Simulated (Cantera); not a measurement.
A Cantera script and what it prints.

```python
import numpy as np
import cantera as ct

gas_names = """
    C CH CH2 CH3 CH4 C2 C2H C2H2,acetylene C2H2,vinylidene C2H3,vinyl C2H4 C2H5 C2H6 C3 C3H3,propargyl
    C3H4,allene C3H4,propyne C3H4,cyclo- C3H5,allyl C3H6,propylene C3H6,cyclo- C3H7,n-propyl
    C3H7,i-propyl C3H8 C4 C4H2 C4H4,1,3-cyclo- C4H6,butadiene C4H6,2-butyne C4H6,cyclo- C4H8,1-butene
    C4H8,cis2-buten C4H8,tr2-butene C4H8,isobutene C4H8,cyclo- C4H9,n-butyl C4H9,i-butyl C4H9,s-butyl
    C4H9,t-butyl C4H10,isobutane C4H10,n-butane C5 C5H6,1,3cyclo- C5H8,cyclo- C5H10,1-pentene
    C5H10,cyclo- C5H11,pentyl C5H11,t-pentyl C5H12,n-pentane C5H12,i-pentane CH3C(CH3)2CH3 C6H2
    C6H5,phenyl C6H6 C6H10,cyclo- C6H12,1-hexene C6H12,cyclo- C6H13,n-hexyl C7H7,benzyl C7H8
    C7H14,1-heptene C7H15,n-heptyl C7H16,n-heptane C8H8,styrene C8H10,ethylbenz C8H16,1-octene
    C8H17,n-octyl C8H18,isooctane C8H18,n-octane C9H19,n-nonyl C10H8,naphthale C10H21,n-decyl
    C12H9,o-bipheny C12H10,bipheny H H2 Si SiC SiC2 SiC4H12 SiH SiH2 SiH3 SiH4 Si2 Si2C Si3
""".split()
cond_names = """
    C(gr) C6H6(L) C7H8(L) C8H18(L),n-octa Si(cr) Si(L) SiC(b)
""".split()


def load(file, names, dense=False):
    # The tables refer to 1 bar. Condensed volumes are neglected.
    table = {s.name: s for s in ct.Species.list_from_file(file)}
    out = []
    for n in names:
        d = dict(table[n].input_data)
        d["thermo"] = dict(d["thermo"], **{"reference-pressure": 1e5})
        if dense:
            d["equation-of-state"] = {"model": "constant-volume", "density": "1e6 g/cm^3"}
        out.append(ct.Species.from_dict(d))
    return out


gas = ct.Solution(thermo="ideal-gas", species=load("nasa_gas.yaml", gas_names))
cond = {s.name: ct.Solution(thermo="fixed-stoichiometry", species=[s], name=s.name)
        for s in load("nasa_condensed.yaml", cond_names, dense=True)}
atoms = {
    'CH3SiH3': {'C': 1, 'H': 6, 'Si': 1},
    'CH4': {'C': 1, 'H': 4},
    'H2': {'H': 2},
}
top_T = {'C(gr)': 4500, 'SiC(b)': 3050}  # K; cautious upper limits of use, not melting points


def equilibrate(T, P, feed):
    n = {}
    for name, mol in feed.items():
        for a, k in atoms[name].items():
            n[a] = n.get(a, 0.0) + k * mol
    gas.TPX = T, P, n
    mass = sum(n.values()) * gas.mean_molecular_weight
    gas.equilibrate("TP")
    valid = [c for c in cond.values() if c.min_temp <= T <= top_T.get(c.name, c.max_temp)]
    mix = ct.Mixture([(gas, mass / gas.mean_molecular_weight)] + [(c, 0.0) for c in valid])
    mix.T, mix.P = T, P
    mix.equilibrate("TP", solver="vcs", rtol=1e-11, max_steps=5000)
    return mix


results = []
feed = {'CH3SiH3': 1, 'CH4': 0.09, 'H2': 4.5}  # mol
P = 6500  # Pa
for T in [1350, 1450, 1550, 1650, 1750, 1850, 1950, 2050, 2150, 2250]:
    mix = equilibrate(T, P, feed)
    results.append((T, P, feed, dict(zip(mix.species_names, mix.species_moles))))

top = {s: max(r[3][s] / sum(r[3][g] for g in gas_names) for r in results) for s in gas_names}
cols = sorted((s for s in top if top[s] > 1e-05), key=lambda s: -top[s])[:9]
seen = [c for c in cond_names if any(r[3].get(c, 0) > 1e-12 for r in results)]
print("log10 of partial pressures in bar; condensed amounts in mol")
print(f"{'T/K':>10s}" + "".join(f"{s[:9]:>10s}" for s in cols + seen))
for T, P, feed, n in results:
    ng = sum(n[g] for g in gas_names)
    print(f"{T:10.4g}" + "".join(f"{np.log10(max(n[s] / ng * P / 1e5, 1e-99)):10.3f}" for s in cols)
          + "".join(f"{n.get(c, 0):10.4g}" for c in seen))
```

It prints:

```
log10 of partial pressures in bar; condensed amounts in mol
       T/K        H2         H C2H2,acet        Si       CH4      SiC2       SiH      Si2C      SiH2     C(gr)    SiC(b)
      1350    -1.187    -6.216    -7.094   -12.120    -4.614   -15.500   -11.909   -15.511   -10.365    0.0871         1
      1450    -1.187    -5.618    -6.499   -10.737    -4.856   -13.687   -10.732   -13.731    -9.526   0.08827         1
      1550    -1.187    -5.095    -5.982    -9.534    -5.066   -12.112    -9.708   -12.186    -8.797   0.08873         1
      1650    -1.187    -4.635    -5.528    -8.478    -5.251   -10.731    -8.810   -10.832    -8.156   0.08863         1
      1750    -1.188    -4.227    -5.127    -7.544    -5.415    -9.511    -8.016    -9.637    -7.589   0.08778         1
      1850    -1.188    -3.863    -4.771    -6.712    -5.560    -8.425    -7.310    -8.574    -7.085   0.08568         1
      1950    -1.189    -3.535    -4.452    -5.967    -5.691    -7.454    -6.678    -7.623    -6.633   0.08154    0.9998
      2050    -1.191    -3.240    -4.165    -5.295    -5.811    -6.579    -6.109    -6.767    -6.228    0.0743    0.9992
      2150    -1.195    -2.973    -3.908    -4.686    -5.923    -5.788    -5.594    -5.994    -5.862   0.06314    0.9966
      2250    -1.202    -2.730    -3.677    -4.132    -6.030    -5.069    -5.128    -5.291    -5.533   0.04883    0.9876
```

These are equilibrium values from Cantera (NASA tables, ideal gas, pure condensed phases), not measurements of a reactor. The feed counts by its element totals alone. Gases not in the tables: Si2H6 and higher silanes.
